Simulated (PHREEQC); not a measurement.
AlCl3 is added in steps, without added water, to 1 kg of water holding 0.0049 mol/kgw Ag2SO4 and 0.0032 mol/kgw Na2SO4, at 25 °C. Oxygen is held at 0.21 atm. CO2 is held at log p = -3.4 (atm). Solids allowed: Gibbsite, Cerargyrite, Ag2O, Ag2CO3, Ag2SO4, Basaluminite, Halite, Mirabilite, Nahcolite, Natron. Others were left out.

Base run: PHREEQC, ion-association model, wateq4f.dat. Each further column changes one thing. The table gives pH.

```csv
AlCl3 added (mol),base,Ag2SO4 from 0.0049 to 0.00735 mol/kgw,Ag2SO4 left out,diluted 5-fold with water,no solid may form
0,5.68,5.69,5.65,5.63,5.68
0.0029,3.95,3.99,3.82,3.75,4.29
0.00435,3.86,3.91,3.74,3.70,4.17
0.00725,3.75,3.79,3.67,3.64,3.98
0.0087,3.71,3.75,3.64,3.62,3.91
0.0116,3.66,3.68,3.61,3.59,3.81
0.01305,3.64,3.66,3.59,3.58,3.77
0.01595,3.61,3.62,3.57,3.56,3.71
0.0174,3.59,3.61,3.56,3.55,3.69
0.0203,3.57,3.59,3.55,3.54,3.65
0.02175,3.56,3.58,3.54,3.53,3.63
0.02465,3.55,3.56,3.53,3.52,3.60
0.0261,3.54,3.55,3.53,3.52,3.59
0.029,3.53,3.54,3.52,3.51,3.56
```

 In at least one series the solution becomes supersaturated in solids that the run did not let form, among them Gibbsite, Cerargyrite, Basaluminite. Solids allowed in the column 'Ag2SO4 left out': Gibbsite, Basaluminite, Halite, Mirabilite, Nahcolite, Natron.
